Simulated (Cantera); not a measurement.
Input (Python, Cantera):

```python
import numpy as np
import cantera as ct

gas = ct.Solution("gri30.yaml")
gas.TPX = 1775, 16000, {'CH4': 1, 'H2': 13}
reactor = ct.IdealGasConstPressureReactor(gas, energy="off", clone=False)
net = ct.ReactorNet([reactor])
net.rtol, net.atol = 1e-08, 1e-18
show = ['CH4', 'H2', 'C2H4', 'C2H', 'C2H2']
times = np.geomspace(4e-06, 100, 15)

steps = ct.SolutionArray(gas, extra=["t"])
rows = []
print(f"{'t/s':>10s}{'T/K':>9s}{'P/Pa':>11s}" + "".join(f"{s:>11s}" for s in show))
for t in times:
    while net.time < t:
        t_next = net.step()
        steps.append(gas.state, t=t_next)
    rows.append([np.interp(t, steps.t, y) for y in (steps.T, steps.P, *steps(*show).X.T)])
    print(f"{t:10.3e}{rows[-1][0]:9.1f}{rows[-1][1]:11.4g}" + "".join(f"{x:11.3e}" for x in rows[-1][2:]))
rate = np.gradient(steps.T, steps.t)
print("integrator steps:", len(steps.t))
if steps.T.max() > steps.T[0] + 200:
    print(f"time of steepest temperature rise: {steps.t[rate.argmax()]:.4e} s")
gas.TPX = 1775, 16000, {'CH4': 1, 'H2': 13}
gas.equilibrate("TP")
print(f"equilibrium (TP): T = {gas.T:.1f} K  " + "  ".join(f"{s} {gas[s].X[0]:.3e}" for s in show))
```

It prints:

```
       t/s      T/K       P/Pa        CH4         H2       C2H4        C2H       C2H2
 4.000e-06   1775.0    1.6e+04  7.143e-02  9.286e-01  3.048e-12  1.193e-23  6.458e-16
 1.350e-05   1775.0    1.6e+04  7.142e-02  9.286e-01  2.290e-10  1.107e-20  1.823e-13
 4.559e-05   1775.0    1.6e+04  7.139e-02  9.285e-01  1.152e-08  7.617e-18  3.751e-11
 1.539e-04   1775.0    1.6e+04  7.130e-02  9.285e-01  4.798e-07  5.146e-15  7.575e-09
 5.197e-04   1775.0    1.6e+04  7.096e-02  9.284e-01  1.759e-05  4.048e-12  1.864e-06
 1.755e-03   1775.0    1.6e+04  6.952e-02  9.286e-01  2.318e-04  1.097e-09  2.328e-04
 5.924e-03   1775.0    1.6e+04  6.432e-02  9.313e-01  3.120e-04  1.323e-08  2.577e-03
 2.000e-02   1775.0    1.6e+04  5.109e-02  9.384e-01  2.312e-04  4.669e-08  8.913e-03
 6.752e-02   1775.0    1.6e+04  2.958e-02  9.500e-01  1.485e-04  1.044e-07  1.917e-02
 2.280e-01   1775.0    1.6e+04  1.181e-02  9.596e-01  1.285e-04  1.565e-07  2.760e-02
 7.697e-01   1775.0    1.6e+04  4.041e-03  9.638e-01  1.346e-04  1.811e-07  3.128e-02
 2.599e+00   1775.0    1.6e+04  2.026e-03  9.649e-01  1.377e-04  1.877e-07  3.223e-02
 8.773e+00   1775.0    1.6e+04  1.898e-03  9.649e-01  1.380e-04  1.882e-07  3.229e-02
 2.962e+01   1775.0    1.6e+04  1.898e-03  9.649e-01  1.380e-04  1.882e-07  3.229e-02
 1.000e+02   1775.0    1.6e+04  1.898e-03  9.649e-01  1.380e-04  1.882e-07  3.229e-02
integrator steps: 921
equilibrium (TP): T = 1775.0 K  CH4 1.898e-03  H2 9.649e-01  C2H4 1.380e-04  C2H 1.882e-07  C2H2 3.229e-02
```

Detailed kinetics in Cantera: GRI-Mech 3.0 (53 species, 325 reactions). GRI-Mech 3.0 stops at C3 and has no aromatics, soot or wall deposition, so with more carbon than oxygen in the feed, carbon stays in small species such as C2H2 where larger ones or solid carbon would form.
